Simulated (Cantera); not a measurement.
**Titanium nitride, carbide and oxide coatings: Ti + CH4**

Feed: 1 mol Ti, 6.3 mol CH4, equilibrated at 1900 °C and 98.0 Pa.

Method: chemical equilibrium by Gibbs-energy minimisation in Cantera with the NASA 1993 tables (ideal gas, pure condensed phases). Candidate condensed phases: C, C6H6, C7H8, C8H18, Ti, TiC; 77 gas species. TiC: taken at fixed stoichiometry. Kinetics and transport are ignored.

```
Item                                 Result
--------------------------------  ---------
x(H2)                                 0.856
x(H)                                  0.143
x(C2H2 (acetylene))                 0.00189
x(Ti)                               1.69e-5
x(C2H)                              1.01e-5
x(C4H2)                             1.69e-6
x(C3)                               1.42e-6
n(C(graphite))                     5.25 mol
n(TiC(s))                         1.000 mol
gas amount                        13.57 mol
log10 activity of Ti(l) (absent)      -3.68
```
